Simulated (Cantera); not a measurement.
## Thermal oxidation and active oxidation of silicon: Si + H₂O + N₂

Feed: 1 mol Si, 0.53 mol H₂O, 1.4 mol N₂, equilibrated at 0.460 bar.

Method: chemical equilibrium by Gibbs-energy minimisation in Cantera with the NASA 1993 tables (ideal gas, pure condensed phases). Candidate condensed phases: H₂O, Si, SiO₂, Si₂N₂O, Si₃N₄; 35 gas species. N₂ is the only nitrogen source here; it is nearly inert below about 1500 K, so the nitride shown seldom forms there in practice. Mutual solubility and eutectic melting of coexisting phases are not modelled. The tables hold silica as quartz up to 1696 K and as liquid above; real silica turns to tridymite and cristobalite and melts near 1996 K. Rates play no part.

From 1152 °C to 1402 °C the condensed part is SiO₂(β-quartz) + Si₂N₂O(s). From 1452 °C to 1602 °C the condensed part is SiO₂(condensed) + Si₂N₂O(s). From 1652 °C to 1702 °C the condensed part is Si₂N₂O(s). The main Si-bearing gas is SiO throughout.

| T (°C) | x N₂ | x H₂ | x SiO | x H | n SiO₂(β-quartz) | n Si₂N₂O(s) | n SiO₂(condensed) |
|---|---|---|---|---|---|---|---|
| 1152 | 0.632 | 0.368 | 8.77e-7 | 6.10e-6 | 0.0198 | 0.490 | 0 |
| 1202 | 0.632 | 0.368 | 3.69e-6 | 1.16e-5 | 0.0198 | 0.490 | 0 |
| 1252 | 0.632 | 0.368 | 1.41e-5 | 2.12e-5 | 0.0198 | 0.490 | 0 |
| 1302 | 0.632 | 0.368 | 4.94e-5 | 3.72e-5 | 0.0198 | 0.490 | 0 |
| 1352 | 0.632 | 0.368 | 0.000160 | 6.31e-5 | 0.0197 | 0.490 | 0 |
| 1402 | 0.632 | 0.368 | 0.000481 | 0.000104 | 0.0195 | 0.490 | 0 |
| 1452 | 0.631 | 0.367 | 0.00135 | 0.000166 | 0 | 0.489 | 0.0191 |
| 1502 | 0.630 | 0.366 | 0.00356 | 0.000258 | 0 | 0.488 | 0.0180 |
| 1552 | 0.627 | 0.363 | 0.00890 | 0.000391 | 0 | 0.486 | 0.0154 |
| 1602 | 0.621 | 0.357 | 0.0212 | 0.000577 | 0 | 0.480 | 0.00921 |
| 1652 | 0.612 | 0.348 | 0.0390 | 0.000832 | 0 | 0.470 | 0 |
| 1702 | 0.612 | 0.348 | 0.0394 | 0.00119 | 0 | 0.470 | 0 |
x: gas mole fraction; n: condensed amount in mol.
